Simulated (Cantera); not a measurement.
Mixture: CH4 : C2H6 : O2 : N2 = 1 : 0.095 : 1.94 : 7.31 (molar parts), at 4.93 atm, adiabatic and at constant pressure. Ignition delay is the time to a rise of 400 K.

Detailed kinetics in Cantera: GRI-Mech 3.0 (53 species, 325 reactions).

Task: What does this change do: pressure from 4.93 atm to 5.72 atm?

Result: 
```
quantity                                                before       after
--------------------------------------------------  ----------  ----------
delay at 1275 K                                       0.843 ms    0.746 ms
delay at 1350 K                                       0.406 ms    0.361 ms
delay at 1425 K                                       0.203 ms    0.181 ms
delay at 1500 K                                       0.104 ms     93.5 µs
delay at 1575 K                                        55.1 µs     49.8 µs
delay at 1650 K                                        30.6 µs     27.7 µs
apparent activation energy between 1500 and 1650 K  170 kJ/mol  170 kJ/mol
```

Task: What does this change do: pressure from 4.93 atm to 0.336 atm?

Result: 
```csv
quantity,before,after
delay at 1275 K,0.843 ms,5.95 ms
delay at 1350 K,0.406 ms,2.64 ms
delay at 1425 K,0.203 ms,1.23 ms
delay at 1500 K,0.104 ms,0.618 ms
delay at 1575 K,55.1 µs,0.337 ms
delay at 1650 K,30.6 µs,0.200 ms
apparent activation energy between 1500 and 1650 K,170 kJ/mol,150 kJ/mol
```

Task: What does this change do: constant volume in place of constant pressure?

Result: 
```csv
quantity,before,after
delay at 1275 K,0.843 ms,0.785 ms
delay at 1350 K,0.406 ms,0.374 ms
delay at 1425 K,0.203 ms,0.185 ms
delay at 1500 K,0.104 ms,93.5 µs
delay at 1575 K,55.1 µs,49.2 µs
delay at 1650 K,30.6 µs,27.1 µs
apparent activation energy between 1500 and 1650 K,170 kJ/mol,170 kJ/mol
```
